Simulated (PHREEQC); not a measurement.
Model water analysis in mg/L, 73 °C, pH 6.04, pe 10.1:

```tsv
constituent	mg/L
Na	0.0759
K	1.41e-06
Ca	0.135
Mg	0.0189
Cl	0.106
S(6) as SO4	0.339
Alkalinity as HCO3	0.104
Cd	0.00197
F	6.4e-05
```

Valence states are taken as typed.

Computed with PHREEQC (ion-association model, wateq4f.dat).

```
quantity                     before     after
-------------------------  --------  --------
CO2 (mol/kgw)               4.56e-6   7.76e-6
HCO3- (mol/kgw)             2.43e-6   4.13e-6
CaSO4 (mol/kgw)             3.32e-9   3.32e-9
MgSO4 (mol/kgw)             1.77e-9   1.77e-9
HSO4- (mol/kgw)             1.03e-9   1.03e-9
CO3-2 (mol/kgw)            2.02e-10  3.45e-10
SI of Otavite (CdCO3)         -5.37     -5.14
SI of Gypsum (CaSO4:2H2O)     -6.24     -6.24
```

Problem. What was changed between the two runs?
A. all concentrations times 3 at the same typed pH
B. Alkalinity from 0.104 to 0.208 mg/L
C. F from 6.4e-05 to 0.000192 mg/L

Solution. B, Alkalinity from 0.104 to 0.208 mg/L

No solid was allowed to form. Constants without temperature data keep their 25 °C values here.
